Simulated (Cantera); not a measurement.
# Premixed flame

A freely propagating, adiabatic, planar premixed flame of CH4 : C2H6 : O2 : N2 : H2O = 1 : 0.14 : 2.08 : 7.8 : 0.38 (molar parts), unburnt at 550 K and 0.760 bar; mixture-averaged transport, grid criteria slope 0.08 and curve 0.16, no radiation.

Detailed kinetics in Cantera: GRI-Mech 3.0 (53 species, 325 reactions). Burning velocities carry a grid error of a few per cent, more on coarse grids.

| z (mm) | T (K) | u (m/s) | x CH4 | x C2H6 | x O2 | x H2O2 | x NO | x C2H4 |
|---|---|---|---|---|---|---|---|---|
| -1.38 | 550 | 1.02 | 0.0876 | 0.0123 | 0.182 | 1.73e-8 | <1e-8 | 1.11e-7 |
| -0.922 | 552 | 1.02 | 0.0871 | 0.0122 | 0.181 | 2.14e-7 | <1e-8 | 1.88e-6 |
| -0.692 | 562 | 1.04 | 0.0862 | 0.0122 | 0.180 | 1.08e-6 | 3.22e-8 | 1.27e-5 |
| -0.461 | 630 | 1.18 | 0.0819 | 0.0118 | 0.174 | 6.58e-6 | 3.12e-7 | 0.000142 |
| -0.231 | 1043 | 2.00 | 0.0588 | 0.00867 | 0.139 | 1.64e-5 | 3.62e-6 | 0.00128 |
| -0.115 | 1448 | 2.82 | 0.0336 | 0.00373 | 0.0967 | 7.96e-6 | 8.50e-6 | 0.00209 |
| 0 | 1813 | 3.57 | 0.00924 | 0.000255 | 0.0494 | 1.38e-6 | 1.72e-5 | 0.000978 |
| 0.115 | 1978 | 3.90 | 0.000968 | 1.74e-6 | 0.0212 | 2.92e-7 | 2.97e-5 | 7.02e-5 |
| 0.231 | 2022 | 3.98 | 5.53e-5 | <1e-8 | 0.0108 | 1.60e-7 | 3.97e-5 | 1.40e-6 |
| 0.461 | 2052 | 4.02 | 1.51e-7 | <1e-8 | 0.00605 | 1.35e-7 | 4.81e-5 | <1e-8 |
| 0.922 | 2088 | 4.07 | <1e-8 | <1e-8 | 0.00457 | 1.11e-7 | 5.31e-5 | <1e-8 |
| 1.84 | 2132 | 4.15 | <1e-8 | <1e-8 | 0.00335 | 8.46e-8 | 5.85e-5 | <1e-8 |
| 3.69 | 2178 | 4.23 | <1e-8 | <1e-8 | 0.00210 | 5.90e-8 | 6.63e-5 | <1e-8 |
x: mole fraction of selected species; z is measured from the peak of heat release.

```
Quantity                     Value
------------------------  --------
laminar burning velocity  101 cm/s
thermal thickness         0.461 mm
peak x(H2O2)               1.64e-5
peak x(C2H4)               0.00210
grid points                    157
```
